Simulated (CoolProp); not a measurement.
Properties of CH2F2 (R32) at several states.

Model: reference Helmholtz-energy equation of state, Tillner-Roth 1997, in CoolProp.

| T (°C) | p (MPa) | phase | Z | cv (kJ/(kg K)) | isothermal compressibility (1/MPa) | expansivity (1/kK) | viscosity (µPa s) | Prandtl number |
|---|---|---|---|---|---|---|---|---|
| -18.65 | 9.82 | liquid | 0.2117 | 0.9352 | 0.002039 | 2.485 | 213 | 1.97 |
| 154.25 | 0.224 | gas | 0.9926 | 0.8748 | 4.497 | 2.406 | 18.9 | 0.759 |
| 122.75 | 15.6 | supercritical | 0.4127 | 1.059 | 0.04563 | 10.23 | 50.3 | 1.65 |

Viscosity comes from a separate model (Bell 2016), an estimate that may be off by 10 % or more. Thermal conductivity comes from a separate model (Huber 2003), an estimate that may be off by 10 % or more.
